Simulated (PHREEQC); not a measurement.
PHREEQC input (ion-association model, wateq4f.dat):

```
SOLUTION_MASTER_SPECIES
  An  An-  0  An  62.0  # stands for a non-complexing anion
SOLUTION_SPECIES
  An- = An-
    -log_k 0
    -gamma 3.0 0
PHASES
  Fix_H+
    H+ = H+
    -log_k 0
SOLUTION 1
  temp 25
  units mmol/kgw
  pH 7 charge
  As(3) 0.074
  Na 100.074
  B 0.036
  An 100
END
SELECTED_OUTPUT 1
  -reset false
  -pH true
  -pe true
  -ionic_strength true
  -water true
  -totals As B Na As(3) As(5)
  -molalities Hfo_wOH Hfo_wOH2+ Hfo_wO- Hfo_sOH Hfo_sOH2+ Hfo_sO- Hfo_wH2AsO3 Hfo_wH2BO3
  -saturation_indices Arsenolite
USER_PUNCH 1
  -headings sigma psi
  10 PUNCH EDL("sigma", "Hfo"), EDL("psi", "Hfo")
PRINT
  -reset false
USE solution 1
SURFACE 1
  Hfo_wOH 0.000130337 600 0.058
  Hfo_sOH 3.25843e-06
EQUILIBRIUM_PHASES 1
  Fix_H+ -3 HAn 10
    -force_equality true
END
# ... the last block is repeated for the other 12 points of pH, with NaOH or the acid as the point needs
```

Selected output (columns that matter, 13 of 13 rows; pH added in front):

```
pH	mu	As	B	m_Hfo_wOH	m_Hfo_wOH2+	m_Hfo_wO-	m_Hfo_sOH	m_Hfo_sOH2+	m_Hfo_sO-	m_Hfo_wH2AsO3	m_Hfo_wH2BO3	si_Arsenolite	sigma	psi
3	0.10134	5.2911e-05	3.6e-05	1.5106e-06	0.00010774	4.8525e-10	4.5057e-08	3.2134e-06	1.4473e-11	2.1089e-05	2.3286e-10	-7.1487	0.30764	0.14415
3.5	0.1005	4.0275e-05	3.5999e-05	3.1729e-06	9.3436e-05	2.4684e-09	1.0701e-07	3.1513e-06	8.325e-11	3.3725e-05	4.8898e-10	-7.3855	0.26781	0.1373
4	0.10024	2.8414e-05	3.5999e-05	6.079e-06	7.866e-05	1.0762e-08	2.3372e-07	3.0243e-06	4.1379e-10	4.5586e-05	9.3675e-10	-7.6885	0.22646	0.12885
4.5	0.10015	1.9179e-05	3.5998e-05	1.0831e-05	6.4642e-05	4.1571e-08	4.6734e-07	2.7893e-06	1.7938e-09	5.4821e-05	1.6689e-09	-8.0299	0.18685	0.11915
5	0.10011	1.3069e-05	3.5997e-05	1.7667e-05	5.1597e-05	1.3858e-07	8.2946e-07	2.4225e-06	6.5063e-09	6.0931e-05	2.722e-09	-8.3632	0.14938	0.10793
5.5	0.1001	9.4958e-06	3.5996e-05	2.5745e-05	3.9701e-05	3.8246e-07	1.2743e-06	1.9651e-06	1.8931e-08	6.4504e-05	3.9658e-09	-8.6407	0.11442	0.094762
6	0.10009	7.5258e-06	3.5995e-05	3.3497e-05	2.9488e-05	8.7171e-07	1.7093e-06	1.5047e-06	4.448e-08	6.6474e-05	5.157e-09	-8.8432	0.083397	0.079586
6.5	0.10008	6.4592e-06	3.5994e-05	3.9735e-05	2.1362e-05	1.6932e-06	2.062e-06	1.1086e-06	8.7864e-08	6.7541e-05	6.1066e-09	-8.9777	0.057368	0.062677
7	0.10008	5.9117e-06	3.5993e-05	4.4043e-05	1.5293e-05	2.9058e-06	2.3057e-06	8.0061e-07	1.5212e-07	6.8088e-05	6.7323e-09	-9.0601	0.036144	0.044331
7.5	0.10008	5.718e-06	3.5993e-05	4.6572e-05	1.093e-05	4.5458e-06	2.4457e-06	5.74e-07	2.3872e-07	6.8281e-05	7.0001e-09	-9.1062	0.018629	0.024815
8	0.10007	5.9054e-06	3.5993e-05	4.774e-05	7.8081e-06	6.687e-06	2.4995e-06	4.088e-07	3.501e-07	6.8094e-05	6.8162e-09	-9.1301	0.0032662	0.0045161
8.5	0.10007	6.8448e-06	3.5994e-05	4.8074e-05	5.5336e-06	9.5679e-06	2.4795e-06	2.8541e-07	4.9349e-07	6.7154e-05	5.9251e-09	-9.1482	-0.011772	-0.016037
9	0.10007	9.7027e-06	3.5996e-05	4.8392e-05	3.9048e-06	1.3739e-05	2.3878e-06	1.9268e-07	6.7791e-07	6.4295e-05	4.1635e-09	-9.1917	-0.028627	-0.036489
```

The oxide is taken as insoluble; below pH 4 it would dissolve.
